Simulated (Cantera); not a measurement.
Charge: 1 mol Fe(CO)₅, 39 mol H₂, equilibrated at 18.0 Pa.

Method: chemical equilibrium by Gibbs-energy minimisation in Cantera with the NASA 1993 tables (ideal gas, pure condensed phases). Candidate condensed phases: C, C₆H₆, C₇H₈, C₈H₁₈, Fe, Fe(CO)₅, FeO, Fe(OH)₂, Fe(OH)₃, Fe₂O₃, Fe₃O₄, H₂O; 114 gas species. Equilibrium is a limit: real reactors are often held back by kinetics, nucleation or transport.

x: gas mole fraction; n: condensed amount in mol.

```tsv
T (K)	x H₂	x CO	x CH₄	x H₂O	x H	n Fe(α)	n Fe(γ)
925	0.886	0.114	3.21e-5	2.69e-5	1.83e-8	1.00	0
975	0.886	0.114	1.53e-5	1.27e-5	8.03e-8	1.00	0
1025	0.886	0.114	7.63e-6	6.55e-6	3.06e-7	1.00	0
1075	0.886	0.114	(withheld)	(withheld)	(withheld)	1.00	0
1125	0.886	0.114	(withheld)	(withheld)	(withheld)	1.000	0
1175	0.886	0.114	1.35e-6	1.26e-6	8.60e-6	1.000	0
1225	0.886	0.114	8.20e-7	8.07e-7	2.19e-5	0	1.000
```

### Question
What belongs in the gaps?

### Answer

- 1075, x CH₄: 4.07e-6
- 1075, x H₂O: 3.59e-6
- 1075, x H: 1.03e-6
- 1125, x CH₄: 2.30e-6
- 1125, x H₂O: 2.07e-6
- 1125, x H: 3.12e-6
